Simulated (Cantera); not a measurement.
Input (Python, Cantera) and output of one run.

```python
import numpy as np
import cantera as ct

gas_names = """
    N2 H2 NH3
""".split()
cond_names = """
    Cr(cr) Cr(L) Cr2N(s)
""".split()


# ... load() reads the species with a 1 bar reference pressure and builds the phases ...
species = {s.name: s for s in load("nasa_gas.yaml", gas_names) + load("nasa_condensed.yaml", cond_names)}
# Each term lists the table entries of one substance; the one whose range holds T is used.
reactions = {
    '4 Cr + N2(g) = 2 Cr2N':
        [(-4, ['Cr(cr)', 'Cr(L)']), (-1, ['N2']), (2, ['Cr2N(s)'])],
    '3 H2(g) + N2(g) = 2 NH3(g)':
        [(-3, ['H2']), (-1, ['N2']), (2, ['NH3'])],
}


def pick(names, T):
    return next(species[n] for n in names if species[n].thermo.min_temp <= T <= species[n].thermo.max_temp)


results = []
for label, terms in reactions.items():
    print(label)
    print("     T/K   dH/kJ  dS/(J/K)   dG/kJ   log10 K")
    for T in [300, 748, 848, 948, 1048, 1148]:
        used = [(nu, pick(names, T)) for nu, names in terms]
        dH = sum(nu * s.thermo.h(T) for nu, s in used) / 1e6
        dS = sum(nu * s.thermo.s(T) for nu, s in used) / 1e3
        dG = dH - T * dS / 1e3
        logK = -dG * 1e6 / (ct.gas_constant * T * np.log(10))
        results.append((label, T, dH, dS, dG, logK, [s.name for _, s in used]))
        print(f"{T:8g} {dH:8.1f} {dS:8.1f} {dG:8.1f} {logK:8.2f}")
```

It prints:

```
4 Cr + N2(g) = 2 Cr2N
     T/K   dH/kJ  dS/(J/K)   dG/kJ   log10 K
     300   -251.0   -156.2   -204.2    35.55
     748   -243.4   -141.2   -137.8     9.62
     848   -241.4   -138.7   -123.8     7.63
     948   -239.3   -136.3   -110.1     6.06
    1048   -237.2   -134.2    -96.5     4.81
    1148   -235.2   -132.4    -83.2     3.79
3 H2(g) + N2(g) = 2 NH3(g)
     T/K   dH/kJ  dS/(J/K)   dG/kJ   log10 K
     300    -92.0   -198.4    -32.4     5.65
     748   -106.4   -229.6     65.4    -4.56
     848   -108.2   -231.9     88.4    -5.45
     948   -109.7   -233.5    111.7    -6.15
    1048   -110.8   -234.6    135.1    -6.73
    1148   -111.6   -235.4    158.6    -7.22
```

Source: NASA polynomial tables (part measured, part estimated), evaluated in Cantera. Condensed species are held in their standard states even where they would react or evaporate.
